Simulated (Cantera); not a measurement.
An adiabatic, constant-volume homogeneous reactor starts with CH₄ : O₂ : N₂ = 1 : 1.67 : 6.5 (molar parts), equivalence ratio 1.2, at 1623 K and 10.0 bar. Integrator tolerance rtol = 1e-08.

Detailed kinetics in Cantera: GRI-Mech 3.0 (53 species, 325 reactions). Above 3000 K some thermodynamic fits are extrapolated.

Q: What does this change do: constant pressure in place of constant volume?

A: 
| quantity | before | after |
|---|---|---|
| time of steepest temperature rise | 63.6 µs | 69.4 µs |
| temperature at 5.00 s | 3170 K | 2956 K |
| equilibrium temperature | 3170 K | 2956 K |
| x(CH₄) at 5.00 s | 2.37e-12 (gas-phase equilibrium 2.86e-12) | <1e-12 (gas-phase equilibrium <1e-12) |
| x(O₂) at 5.00 s | 0.00636 (gas-phase equilibrium 0.00636) | 0.00462 (gas-phase equilibrium 0.00462) |
| x(C₂H₆) at 5.00 s | <1e-12 (gas-phase equilibrium <1e-12) | <1e-12 (gas-phase equilibrium <1e-12) |
| x(NO₂) at 5.00 s | 3.80e-6 (gas-phase equilibrium 3.80e-6) | 1.73e-6 (gas-phase equilibrium 1.73e-6) |
| x(HCO) at 5.00 s | 8.94e-7 (gas-phase equilibrium 8.94e-7) | 3.56e-7 (gas-phase equilibrium 3.56e-7) |
| x(O) at 5.00 s | 0.00346 (gas-phase equilibrium 0.00346) | 0.00210 (gas-phase equilibrium 0.00210) |
| x(N₂O) at 5.00 s | 2.22e-6 (gas-phase equilibrium 2.22e-6) | 1.02e-6 (gas-phase equilibrium 1.02e-6) |
